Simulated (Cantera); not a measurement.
Cantera run:

```python
import numpy as np
import cantera as ct

gas_names = """
    CL CL2 H HCL H2 Si SiCL SiCL2 SiCL3 SiCL4 SiH SiHCL3 SiH2 SiH2CL2 SiH3 SiH3CL SiH4 Si2 Si3
""".split()
cond_names = """
    Si(cr) Si(L)
""".split()


# ... load() reads the species with a 1 bar reference pressure and builds the phases ...
atoms = {
    'Si': {'Si': 1},
    'Cl2': {'CL': 2},
    'H2': {'H': 2},
}
top_T = {}  # K; cautious upper limits of use, not melting points


# ... equilibrate(T, P, feed) seeds the gas with the atoms and calls Mixture.equilibrate('TP', solver="vcs", rtol=1e-11, max_steps=5000) ...
results = []
feed = {'Si': 1, 'Cl2': 2.8, 'H2': 7.1}  # mol
T = 1373.15  # K
P = 101325  # Pa
mix = equilibrate(T, P, feed)
results.append((T, P, feed, dict(zip(mix.species_names, mix.species_moles))))
x = sorted(zip(gas.X, gas.species_names), reverse=True)
print(f"T = {T:g} K  P = {P:g} Pa  gas = {mix.phase_moles(0):.4g} mol")
print("   x: " + "  ".join(f"{s} {v:.3e}" for v, s in x if v > 0.0001))
print("   condensed (mol): " + ("  ".join(f"{mix.phase(i).name} {mix.phase_moles(i):.4g}"
      for i in range(1, mix.n_phases) if mix.phase_moles(i) > 1e-12) or "none"))
```

Output:

```
T = 1373.15 K  P = 101325 Pa  gas = 9.005 mol
   x: H2 6.717e-01  HCL 2.172e-01  SiCL4 7.841e-02  SiHCL3 1.535e-02  SiCL3 1.043e-02  SiCL2 6.415e-03  SiH2CL2 4.446e-04
   condensed (mol): none
```

These are equilibrium values from Cantera (NASA tables, ideal gas, pure condensed phases), not measurements of a reactor. The tables' values for SiCl3 are old estimates; treat these amounts as uncertain.
